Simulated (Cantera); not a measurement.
Charge: 1 mol TiO₂, 0.93 mol CH₄, 0.35 mol CO, equilibrated at 825 °C.

These are equilibrium values from Cantera (NASA tables, ideal gas, pure condensed phases), not measurements of a reactor. Candidate condensed phases: C, C₆H₆, C₇H₈, C₈H₁₈, H₂O, Ti, TiC, TiO, TiO₂, Ti₂O₃, Ti₃O₅, Ti₄O₇; 113 gas species. Mutual solubility and eutectic melting of coexisting phases are not modelled. TiC: taken at fixed stoichiometry. Condensed phases not in the tables: Magnéli phases beyond Ti₄O₇. Gases not in the tables: TiO(OH)₂. Equilibrium is a limit: real reactors are often held back by kinetics, nucleation or transport.

x: gas mole fraction; n: condensed amount in mol.

| P (Pa) | x H₂ | x CO | x CH₄ | x H₂O | x CO₂ | x C₂H₆ | x C₂H₄ | n TiC(s) | n Ti₂O₃(s) | n C(graphite) | n Ti₃O₅(s) | n Ti₄O₇(s) | n TiO₂(rutile) |
|---|---|---|---|---|---|---|---|---|---|---|---|---|---|
| 10 | 0.627 | 0.373 | 6.95e-7 | 4.43e-6 | 2.62e-6 | <1e-12 | 8.18e-12 | 0.172 | 0.414 | 0 | 0 | 0 | 0 |
| 36 | 0.653 | 0.346 | 5.61e-6 | 7.48e-6 | 3.94e-6 | <1e-12 | 1.36e-10 | 0.182 | 0 | 0.112 | 0.273 | 0 | 0 |
| 130 | 0.731 | 0.269 | 2.54e-5 | 2.34e-5 | 8.54e-6 | <1e-12 | 6.17e-10 | 0 | 0 | 0.597 | 0.333 | 0 | 0 |
| 460 | 0.756 | 0.244 | 9.59e-5 | 7.78e-5 | 2.49e-5 | 4.73e-12 | 2.33e-9 | 0 | 0 | 0.680 | 0 | 0.250 | 0 |
| 1700 | 0.802 | 0.197 | 0.000399 | 0.000247 | 6.03e-5 | 7.71e-11 | 9.70e-9 | 0 | 0 | 0.822 | 0 | 0.108 | 0.568 |
| 6000 | 0.840 | 0.158 | 0.00154 | 0.000729 | 0.000136 | 1.10e-9 | 3.76e-8 | 0 | 0 | 0.929 | 0 | 0 | 1.00 |
| 22000 | 0.835 | 0.156 | (withheld) | (withheld) | (withheld) | (withheld) | (withheld) | 0 | 0 | 0.925 | 0 | 0 | 1.00 |
| 77000 | 0.820 | 0.151 | 0.0189 | 0.00875 | 0.00160 | 1.69e-7 | 4.59e-7 | 0 | 0 | 0.912 | 0 | 0 | 1.00 |
| 280000 | 0.771 | (withheld) | (withheld) | (withheld) | (withheld) | (withheld) | (withheld) | 0 | 0 | 0.871 | 0 | 0 | 1.00 |
| 1000000 | 0.658 | 0.109 | 0.158 | 0.0655 | 0.0107 | 1.47e-5 | 3.84e-6 | 0 | 0 | 0.784 | 0 | 0 | 1.00 |

Question: Fill in the missing entries.

Answer: 
- 22000, x CH₄: 0.00560
- 22000, x H₂O: 0.00263
- 22000, x CO₂: 0.000488
- 22000, x C₂H₆: 1.46e-8
- 22000, x C₂H₄: 1.36e-7
- 280000, x CO: 0.136
- 280000, x CH₄: 0.0607
- 280000, x H₂O: 0.0270
- 280000, x CO₂: 0.00475
- 280000, x C₂H₆: 1.86e-6
- 280000, x C₂H₄: 1.48e-6
